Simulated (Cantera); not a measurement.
# Thermodynamics of calcination and drying, feed MgSO4 + H2

Charge: 1 mol MgSO4, 1.7 mol H2, equilibrated at 1552 °C.

Equilibrium computed with Cantera from the NASA thermochemical tables; the gas is ideal and each condensed phase is pure. Candidate condensed phases: H2O, H2SO4, Mg, MgO, Mg(OH)2, MgS, MgSO4, S; 26 gas species. Kinetics and transport are ignored.

From 10.0 Pa to 10.0 bar the condensed part is MgO(s). The main Mg-bearing gas is Mg at 10.0 Pa and Mg(OH)2 at 10.0 bar.

```csv
P (Pa),x H2O,x SO2,x H2,x SO,x S2,x H2S,x H,x Mg,n MgO(s)
10,0.428,0.309,0.181,0.0502,0.00121,6.27e-5,0.0187,0.00411,0.989
100,0.456,0.308,0.172,0.0446,0.00760,0.000472,0.00577,0.000366,0.999
1000,0.502,0.301,0.137,0.0316,0.0200,0.00193,0.00163,2.65e-5,1.000
10000,0.551,0.291,0.0963,0.0196,0.0316,0.00539,0.000432,1.70e-6,1.000
100000,0.589,0.284,0.0614,0.0114,0.0380,0.0119,0.000109,1.01e-7,1.000
1000000,0.611,0.281,0.0360,0.00637,0.0379,0.0221,2.64e-5,5.73e-9,1.000
```
x: gas mole fraction; n: condensed amount in mol.
